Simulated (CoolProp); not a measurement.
Model: reference Helmholtz-energy equation of state, Akasaka 2022, in CoolProp.

**Question.** For R1233zd(E), give the phase and the Z, cv (kJ/(kg K)), speed of sound (m/s) at 438.4 K and 2530 kPa; 326.6 K and 583 kPa.

**Answer.** 
- 438.4 K and 2530 kPa: gas; Z 0.682, cv 0.970, speed of sound 125
- 326.6 K and 583 kPa: liquid; Z 0.0235, cv 0.859, speed of sound 582
